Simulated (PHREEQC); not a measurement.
Spent oxide etchant

Solution (20 °C): 3.1 mmol/kgw HF, 25 mmol/kgw H2SiF6, 4.6 mmol/kgw H3PO4 and 1.8 mmol/kgw HNO3. Closed to the air; pH follows from the charge balance.

Computed with PHREEQC (ion-association model, phreeqc.dat).

This is a speciation only: nothing precipitates in the calculation.

**Question.** What pH, ionic strength, density does the model give?

**Answer.** pH 1.36; ionic strength 0.0760 mol/kgw; density 1.001 g/cm³.

**Question.** In which forms is P present?

**Answer.** H3PO4 83 %, H2PO4- 17 % of the P.

Examples of supersaturated solids here: Quartz (slow to form), Chalcedony (slow to form). Others may be too. SiF6-2 is the database's only silicon fluoride.
